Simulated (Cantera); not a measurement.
Input: 1 mol Fe2O3, 1.3 mol Cl2, 0.83 mol N2, at 1330 Pa.

These are equilibrium values from Cantera (NASA tables, ideal gas, pure condensed phases), not measurements of a reactor. Candidate condensed phases: Fe, FeCl2, FeCl3, FeO, Fe2O3, Fe3O4; 19 gas species. The numbers say what is thermodynamically allowed, not how fast it happens.

What share of the Fe ends up in condensed phases as a function of T (°C), at 1075, 1125, 1175, 1225, 1275, 1325, 1375, 1425, 1475?


| T (°C) | Fe condensed (%) | as |
|---|---|---|
| 1075 | 57.1 | Fe2O3(s) |
| 1125 | 51.1 | Fe2O3(s) |
| 1175 | 46.9 | Fe2O3(s) |
| 1225 | 44.6 | Fe3O4(s) |
| 1275 | 43.4 | Fe3O4(s) |
| 1325 | 42.8 | Fe3O4(s) |
| 1375 | 42.6 | Fe3O4(s) |
| 1425 | 42.6 | Fe3O4(s) |
| 1475 | 42.7 | Fe3O4(s) |
